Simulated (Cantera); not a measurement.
**Equilibrium for halide evaporation, hydrolysis and transport: BaF₂ + H₂ + N₂**

A closed system holds: 1 mol BaF₂, 0.81 mol H₂, 290 mol N₂, equilibrated at 1627 °C and 0.290 bar.

Method: chemical equilibrium by Gibbs-energy minimisation in Cantera with the NASA 1993 tables (ideal gas, pure condensed phases). Candidate condensed phases: Ba, BaF₂; 24 gas species. The numbers say what is thermodynamically allowed, not how fast it happens.

```json
{
  "x(N₂)": "0.994",
  "x(BaF₂)": "0.00302",
  "x(H₂)": "0.00253",
  "x(HF)": "0.000410",
  "x(BaF)": "0.000406",
  "x(H)": "7.42e-5",
  "x(Ba)": "2.10e-6",
  "gas_amount": "291.9 mol",
  "log10 activity of Ba(l) (absent)": "-6.06"
}
```
